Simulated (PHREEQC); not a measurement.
**Buffer with phosphoric acid bath**

Solution A (4.8 mmol/kgw NaH2PO4 and 0.049 mmol/kgw NaOH) is mixed with solution B (1.1 mmol/kgw H3PO4 and 0.081 mmol/kgw HF) at 25 °C; shares are by mass of water, 1 kg in all. Oxygen alone is held at its pressure in air (log pO2 = -0.68). CO2 from the air is kept out. Precipitation was switched off in this run.

Computed with PHREEQC (ion-association model, wateq4f.dat).

Q: Predict pH at share of solution B = 0.2, 0.55, 0.8.

A: 
```json
[
 {"share of solution B": "0.2", "pH": "3.91"},
 {"share of solution B": "0.55", "pH": "3.37"},
 {"share of solution B": "0.8", "pH": "3.15"}
]
```

Complexes and solids missing from the database can't appear. H3PO4, which wateq4f.dat lacks, is added to it with the constant of phreeqc.dat.
